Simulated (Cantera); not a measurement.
# Adiabatic ignition

An adiabatic, constant-pressure homogeneous reactor starts with 11.8 % H2, 18.5 % O2, 69.7 % N2, equivalence ratio 0.32, at 1600 K and 9.87 atm.

Cantera simulation using the H2/O2 subset of GRI-Mech 3.0, which has no nitrogen chemistry; the numbers are that mechanism's predictions, not measurements. The hydrogen kinetics of GRI-Mech 3.0 are dated; newer H2 mechanisms differ, most at raised pressure.

| t (s) | T (K) | x H2 | x O2 | x OH | x H2O2 | x H2O | x O |
|---|---|---|---|---|---|---|---|
| 1.00e-6 | 1621 | 0.106 | 0.178 | 0.00207 | 5.17e-6 | 0.00937 | 0.00191 |
| 2.76e-6 | 2265 | 0.00322 | 0.126 | 0.0143 | 1.24e-6 | 0.113 | 0.00843 |
| 7.59e-6 | 2378 | 0.000670 | 0.131 | 0.00740 | 7.46e-7 | 0.121 | 0.00172 |
| 2.09e-5 | 2393 | 0.000375 | 0.132 | 0.00568 | 7.77e-7 | 0.122 | 0.000972 |
| 5.76e-5 | 2393 | 0.000372 | 0.132 | 0.00566 | 7.79e-7 | 0.122 | 0.000964 |
| 0.000159 | 2393 | 0.000372 | 0.132 | 0.00566 | 7.79e-7 | 0.122 | 0.000964 |
| 0.000437 | 2393 | 0.000372 | 0.132 | 0.00566 | 7.79e-7 | 0.122 | 0.000964 |
| 0.00120 | 2393 | 0.000372 | 0.132 | 0.00566 | 7.79e-7 | 0.122 | 0.000964 |
| 0.00332 | 2393 | 0.000372 | 0.132 | 0.00566 | 7.79e-7 | 0.122 | 0.000964 |
| 0.00915 | 2393 | 0.000372 | 0.132 | 0.00566 | 7.79e-7 | 0.122 | 0.000964 |
| 0.0252 | 2393 | 0.000372 | 0.132 | 0.00566 | 7.79e-7 | 0.122 | 0.000964 |
| 0.0694 | 2393 | 0.000372 | 0.132 | 0.00566 | 7.79e-7 | 0.122 | 0.000964 |
| 0.191 | 2393 | 0.000372 | 0.132 | 0.00566 | 7.79e-7 | 0.122 | 0.000964 |
| 0.527 | 2393 | 0.000372 | 0.132 | 0.00566 | 7.79e-7 | 0.122 | 0.000964 |
| 1.45 | 2393 | 0.000372 | 0.132 | 0.00566 | 7.79e-7 | 0.122 | 0.000964 |
| 4.00 | 2393 | 0.000372 | 0.132 | 0.00566 | 7.79e-7 | 0.122 | 0.000964 |
x: mole fraction; the columns are a selection and need not sum to one.

- time of steepest temperature rise: 1.27 µs
- temperature at 4.00 s: 2393 K
- equilibrium temperature: 2393 K
- x(H2) at 4.00 s: 0.000372 (gas-phase equilibrium 0.000372)
- x(O2) at 4.00 s: 0.132 (gas-phase equilibrium 0.132)
- x(OH) at 4.00 s: 0.00566 (gas-phase equilibrium 0.00566)
